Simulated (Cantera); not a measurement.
## Thermodynamics of roasting and sulfation, feed MgCO3 + O2 + N2 + SO2 + CO2

Charge: 1 mol MgCO3, 5.9 mol O2, 39 mol N2, 0.067 mol SO2, 0.018 mol CO2, at 101000 Pa.

These are equilibrium values from Cantera (NASA tables, ideal gas, pure condensed phases), not measurements of a reactor. Candidate condensed phases: C, Mg, MgCO3, MgO, MgS, MgSO4, S; 40 gas species. Mutual solubility and eutectic melting of coexisting phases are not modelled. Kinetics and transport are ignored.

At 1100 K the condensed part is MgO(s) + MgSO4(s). From 1150 K to 1750 K the condensed part is MgO(s).

```
T (K)   x N2   x O2   x CO2      x NO     x SO2  n MgO(s)  n MgSO4(s)
-----  -----  -----  ------  --------  --------  --------  ----------
1100   0.849  0.128  0.0222   6.89e-5  0.000460     0.959      0.0411
1150   0.848  0.128  0.0221  0.000106   0.00128      1.00           0
1200   0.848  0.128  0.0221  0.000158   0.00133      1.00           0
1250   0.848  0.128  0.0221  0.000229   0.00137      1.00           0
1300   0.848  0.128  0.0221  0.000321   0.00140      1.00           0
1350   0.848  0.128  0.0221  0.000439   0.00141      1.00           0
1400   0.848  0.128  0.0221  0.000587   0.00142      1.00           0
1450   0.848  0.128  0.0221  0.000769   0.00143      1.00           0
1500   0.848  0.128  0.0221  0.000990   0.00144      1.00           0
1550   0.847  0.128  0.0221   0.00125   0.00144      1.00           0
1600   0.847  0.128  0.0221   0.00156   0.00144      1.00           0
1650   0.847  0.127  0.0221   0.00192   0.00145      1.00           0
1700   0.847  0.127  0.0221   0.00234   0.00145      1.00           0
1750   0.847  0.127  0.0221   0.00281   0.00145      1.00           0
```
x: gas mole fraction; n: condensed amount in mol.
